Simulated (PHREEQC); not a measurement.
A PHREEQC speciation (ion-association model, wateq4f.dat) at 25 °C gives pH 1.48 and these molalities:

| species | mol/kgw |
|---|---|
| H+ | 0.0392 |
| HSO4- | 0.0188 |
| SO4-2 | 0.0102 |

What are the element totals, and what could have been dissolved in 1 kg of water to give them?

This is not unique; one that fits is totals S(6) 0.0290 mol/kgw, from 0.029 mol H2SO4 per kg of water.

No solid was allowed to form.
